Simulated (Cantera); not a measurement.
Feed: 1 mol PbO, 3.2 mol CH4, 0.21 mol N2, at 1875 K and 11.0 Pa.

Cantera equilibrium calculation (NASA polynomials, part measured and part estimated; ideal gas, pure solids and liquids). Candidate condensed phases: C, C6H6, C7H8, C8H18, H2O, Pb, PbO, PbO2, Pb3O4; 139 gas species. The numbers say what is thermodynamically allowed, not how fast it happens.

Base state: H2 0.697, CO 0.113, Pb 0.113, H 0.0522, N2 0.0232, HCN 0.00111, C2H2 (acetylene) 0.000221, HNC 4.94e-5 (mole fractions); condensed: C(graphite).

Q: What changes in the equilibrium state with this change: temperature from 1875 K to 1925 K?

A: 
| species | before | after |
|---|---|---|
| H2 | 0.697 | 0.677 |
| CO | 0.113 | 0.112 |
| Pb | 0.113 | 0.112 |
| H | 0.0522 | 0.0750 |
| N2 | 0.0232 | 0.0228 |
| C2H2 (acetylene) | 0.000221 | 0.000310 |
| HNC | 4.94e-5 | 6.64e-5 |
| C(graphite), mol | 2.19 | 2.18 |
